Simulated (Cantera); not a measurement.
# Equilibrium for silicon oxide and oxynitride deposition: SiCl₄ + H₂O + H₂

A closed system holds: 1 mol SiCl₄, 2.7 mol H₂O, 50 mol H₂, at 1825 K.

Cantera equilibrium calculation (NASA polynomials, part measured and part estimated; ideal gas, pure solids and liquids). Candidate condensed phases: H₂O, Si, SiO₂; 30 gas species. The tables hold silica as quartz up to 1696 K and as liquid above; real silica turns to tridymite and cristobalite and melts near 1996 K. Gases not in the tables: Si(OH)₄. The numbers say what is thermodynamically allowed, not how fast it happens.

```csv
P (Pa),x H₂,x HCl,x H,x H₂O,x SiO,x Cl,x OH,x O,n SiO₂(condensed)
5,0.827,0.0662,0.0566,0.0295,0.0174,0.00346,0.000141,7.42e-6,0
15,0.849,0.0685,0.0331,0.0299,0.0176,0.00204,8.16e-5,2.45e-6,0
45,0.862,0.0699,0.0193,0.0302,0.0178,0.00119,4.71e-5,8.10e-7,0
140,0.869,0.0707,0.0110,0.0303,0.0178,0.000681,2.67e-5,2.59e-7,0
410,0.874,0.0712,0.00643,0.0304,0.0179,0.000399,1.56e-5,8.84e-8,0
1200,0.889,0.0719,0.00379,0.0237,0.0111,0.000234,7.07e-6,2.31e-8,0.385
3700,0.903,0.0725,0.00218,0.0176,0.00491,0.000133,2.97e-6,5.50e-9,0.730
11000,0.909,0.0729,0.00127,0.0147,0.00199,7.74e-5,1.44e-6,1.54e-9,0.891
33000,0.912,0.0730,0.000732,0.0135,0.000726,4.47e-5,7.58e-7,4.67e-10,0.960
100000,0.913,0.0731,0.000421,0.0130,0.000248,2.57e-5,4.20e-7,1.49e-10,0.986
```
x: gas mole fraction; n: condensed amount in mol.

From 5.00e-5 bar to 0.00410 bar nothing is condensed. From 0.0120 bar to 1.00 bar the condensed part is SiO₂(condensed).
